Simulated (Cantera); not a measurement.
Feed: 1 mol Al, 0.047 mol CO2, 4.4 mol N2, 0.0036 mol O2, equilibrated at 0.0460 bar.

Equilibrium computed with Cantera from the NASA thermochemical tables; the gas is ideal and each condensed phase is pure. Candidate condensed phases: Al, AlN, Al2O3, C; 32 gas species. Mutual solubility and eutectic melting of coexisting phases are not modelled. Rates play no part. All values below are at 1723 K.

Base state: N2 0.988, CO 0.0119 (mole fractions); condensed: AlN(s) + Al2O3(s).

Task: What changes in the equilibrium state with this change: CO2 from 0.047 to 1.9 mol?

Result: 
```
species         before   after
-------------  -------  ------
N2               0.988   0.698
CO              0.0119   0.237
CO2            7.73e-8  0.0646
AlN(s), mol      0.964       0
Al2O3(s), mol   0.0181   0.500
```
